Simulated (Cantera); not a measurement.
An isothermal plug-flow reactor at 975 K and 2.10 bar (inlet), inlet velocity 0.14 m/s, active area per volume 4800 1/m; feed 0.585 % CH₄, 12.2 % O₂, 87.3 % N₂.

Detailed kinetics in Cantera: Deutschmann's 1995 Pt surface mechanism with GRI-Mech 3.0 gas chemistry. Catalytic surfaces can have several steady states; this one follows from the mechanism file's or the stated starting coverage. Mass transfer to the wall is taken as infinitely fast.

x: gas mole fraction; θ: surface coverage.

| z (m) | x CH₄ | x O₂ | x H₂O | x CO₂ | x CO | θ free Pt | θ O* | θ OH* |
|---|---|---|---|---|---|---|---|---|
| 5.3e-05 | 0.00557 | 0.121 | 0.000561 | 0.000278 | 2.16e-6 | 0.132 | 0.867 | 0.000587 |
| 0.0001 | 0.00534 | 0.120 | 0.00104 | 0.000516 | 2.07e-6 | 0.132 | 0.867 | 0.000788 |
| 0.0002 | (withheld) | 0.120 | 0.00198 | 0.000989 | 1.88e-6 | 0.132 | 0.867 | 0.00108 |
| 0.00038 | (withheld) | 0.118 | 0.00349 | 0.00174 | 1.59e-6 | 0.132 | 0.866 | 0.00143 |
| 0.00074 | (withheld) | 0.116 | 0.00584 | 0.00292 | 1.14e-6 | 0.133 | 0.865 | 0.00185 |
| 0.0014 | (withheld) | 0.113 | 0.00857 | 0.00428 | 6.10e-7 | 0.134 | 0.864 | 0.00225 |
| 0.0028 | (withheld) | 0.111 | 0.0109 | 0.00543 | 1.61e-7 | 0.134 | 0.863 | 0.00253 |
| 0.0053 | (withheld) | 0.110 | 0.0116 | 0.00580 | 1.70e-8 | 0.134 | 0.863 | 0.00262 |

**Question.** Some entries are withheld; supply them.

**Answer.** 
- 0.0002, x CH₄: 0.00486
- 0.00038, x CH₄: 0.00411
- 0.00074, x CH₄: 0.00293
- 0.0014, x CH₄: 0.00156
- 0.0028, x CH₄: 0.000404
- 0.0053, x CH₄: 3.56e-5
